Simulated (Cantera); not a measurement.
A perfectly stirred reactor is fed with 11.7 % CH4, 1.64 % C2H6, 18.2 % O2, 68.4 % N2, equivalence ratio 1.6, at 0.680 bar; it is adiabatic with a 373 K inlet, and is followed from long to short residence time, starting on the burning branch (τ in s: 0.024, 0.013, 0.007, 0.0038, 0.0021, 0.0011, 0.0006, 0.00033, 0.00018, 9.7e-05, 5.2e-05, 2.8e-05).

Cantera simulation using GRI-Mech 3.0 (53 species, 325 reactions); the numbers are that mechanism's predictions, not measurements.

One state of this run: T (K) = 1845; x CH4 = 0.00549; x C2H6 = 6.88e-5; x O2 = 0.00640; x C2H4 = 0.000381; x CH2 = 2.21e-5. x: mole fraction; the columns are a selection and need not sum to one.

### Question
Which value of τ (s) does it belong to?
A) 0.0021
B) 0.0038
C) 0.0070
D) 0.0011

### Answer
A, 0.0021
